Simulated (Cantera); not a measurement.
Input: 1 mol AlN, 0.19 mol H2O, 0.096 mol O2, 0.23 mol Cl2, at 900 K and 41.0 mbar.

Cantera equilibrium calculation (NASA polynomials, part measured and part estimated; ideal gas, pure solids and liquids). Candidate condensed phases: Al, AlCl3, AlN, Al2O3, H2O, NH4Cl; 45 gas species. Condensed phases not in the tables: AlOCl. Equilibrium is a limit: real reactors are often held back by kinetics, nucleation or transport.

Base state: N2 0.351, H2 0.281, AlCl3 0.234, HCl 0.133, Al2Cl6 0.00105 (mole fractions); condensed: AlN(s) + Al2O3(s).

What changes in the equilibrium state with this change: pressure from 41.0 mbar to 6.50 bar?


| species | before | after |
|---|---|---|
| N2 | 0.351 | 0.375 |
| H2 | 0.281 | 0.307 |
| AlCl3 | 0.234 | 0.139 |
| Al2Cl6 | 0.00105 | 0.0591 |
| HCl | 0.133 | 0.119 |
| NH3 | 4.38e-6 | 0.000821 |
| AlN(s), mol | 0.616 | 0.612 |
| Al2O3(s), mol | 0.127 | 0.127 |
